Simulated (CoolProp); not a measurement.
Values from CoolProp's reference Helmholtz-energy equation of state, Leachman 2009.

Problem. For normal hydrogen, give the phase and the cv (kJ/(kg K)), speed of sound (m/s), Prandtl number at -184.75 °C and 1.34 MPa; -121.45 °C and 1.34 MPa; -89.75 °C and 1.34 MPa.

Solution. 
- -184.75 °C and 1.34 MPa: supercritical; cv 6.81, speed of sound 776, Prandtl number 0.676
- -121.45 °C and 1.34 MPa: supercritical; cv 8.53, speed of sound 977, Prandtl number 0.683
- -89.75 °C and 1.34 MPa: supercritical; cv 9.17, speed of sound 1060, Prandtl number 0.683

Viscosity comes from a separate model (Muzny 2013). Thermal conductivity comes from a separate model (Assael 2011).
